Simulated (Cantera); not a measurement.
An isothermal, constant-pressure homogeneous reactor starts with CO : O2 : H2O : N2 = 0.0033 : 0.0028 : 0.054 : 1 (molar parts), equivalence ratio 0.59, at 1350 K and 400000 Pa. Integrator tolerance rtol = 1e-08.

Computed with Cantera and GRI-Mech 3.0 (53 species, 325 reactions).

Task: What does this change do: N2 1 to 4 parts?

Result: 
| quantity | before | after |
|---|---|---|
| x(CO) at 200 s | 1.91e-8 (gas-phase equilibrium 1.93e-8) | 9.75e-9 (gas-phase equilibrium 9.95e-9) |
| x(O2) at 200 s | 0.00109 (gas-phase equilibrium 0.00106) | 0.000283 (gas-phase equilibrium 0.000272) |
| x(H2O) at 200 s | 0.0510 (gas-phase equilibrium 0.0510) | 0.0133 (gas-phase equilibrium 0.0133) |
| x(H2O2) at 200 s | 2.67e-10 (gas-phase equilibrium 2.64e-10) | 3.55e-11 (gas-phase equilibrium 3.48e-11) |
| x(H) at 200 s | 4.78e-10 (gas-phase equilibrium 4.81e-10) | 3.42e-10 (gas-phase equilibrium 3.45e-10) |
| x(OH) at 200 s | 2.49e-6 (gas-phase equilibrium 2.48e-6) | 9.09e-7 (gas-phase equilibrium 9.00e-7) |
| x(NO2) at 200 s | 8.27e-11 (gas-phase equilibrium 5.37e-8) | 3.52e-11 (gas-phase equilibrium 1.40e-8) |

Task: What does this change do: CO 0.0033 to 0.0046 parts?

Result: 
```tsv
quantity	before	after
x(CO) at 200 s	1.91e-8 (gas-phase equilibrium 1.93e-8)	4.04e-8 (gas-phase equilibrium 4.10e-8)
x(O2) at 200 s	0.00109 (gas-phase equilibrium 0.00106)	0.000472 (gas-phase equilibrium 0.000458)
x(H2O) at 200 s	0.0510 (gas-phase equilibrium 0.0510)	0.0510 (gas-phase equilibrium 0.0510)
x(H2O2) at 200 s	2.67e-10 (gas-phase equilibrium 2.64e-10)	1.76e-10 (gas-phase equilibrium 1.73e-10)
x(H) at 200 s	4.78e-10 (gas-phase equilibrium 4.81e-10)	5.89e-10 (gas-phase equilibrium 5.94e-10)
x(OH) at 200 s	2.49e-6 (gas-phase equilibrium 2.48e-6)	2.02e-6 (gas-phase equilibrium 2.01e-6)
x(NO2) at 200 s	8.27e-11 (gas-phase equilibrium 5.37e-8)	9.33e-11 (gas-phase equilibrium 2.31e-8)
```
